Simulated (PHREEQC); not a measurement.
Consider water at 20 °C with 0.006 mol/kgw Cu(NO3)2, 0.00047 mol/kgw HNO3 and 0.00018 mol/kgw KCl. Closed to the air; pH follows from the charge balance.

Computed with PHREEQC (ion-association model, phreeqc.dat).

Each row changes one thing in this solution. No solid was allowed to form.

| case | pH | SI of Sylvite (KCl) |
|---|---|---|
| as made | 3.38 | -8.49 |
| Cu(NO3)2 from 0.006 to 0.012 mol/kgw | ? | -8.53 |
| HNO3 from 0.00047 to 4.7e-05 mol/kgw | 4.36 | -8.48 |
| temperature from 20 to 25 °C | 3.38 | -8.51 |
| Cu(NO3)2 left out | ? | -8.39 |
| Cu(NO3)2 from 0.006 to 0.003 mol/kgw | 3.37 | -8.45 |
| diluted 100-fold with water | 5.31 | ? |
| diluted 10-fold with water | 4.35 | -10.41 |
| Cu(NO3)2 replaced by Ba(NO3)2 at the same molality | 3.38 | -8.48 |

Problem. Some entries are withheld; supply them.

Solution. 
- Cu(NO3)2 from 0.006 to 0.012 mol/kgw, pH: 3.39
- Cu(NO3)2 left out, pH: 3.34
- diluted 100-fold with water, SI of Sylvite (KCl): -12.38
